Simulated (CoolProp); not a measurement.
Model: reference Helmholtz-energy equation of state, McLinden 2015, in CoolProp.

Question: For the fluoroketone C6F12O (FK-5-1-12), give the phase and the cp (kJ/(kg K)), cv (kJ/(kg K)), fugacity coefficient at 460.9 K and 1170 kPa; 460.9 K and 2340 kPa.

Answer: 
- 460.9 K and 1170 kPa: gas; cp 1.11, cv 1.02, fugacity coefficient 0.821
- 460.9 K and 2340 kPa: supercritical; cp 1.99, cv 1.08, fugacity coefficient 0.646
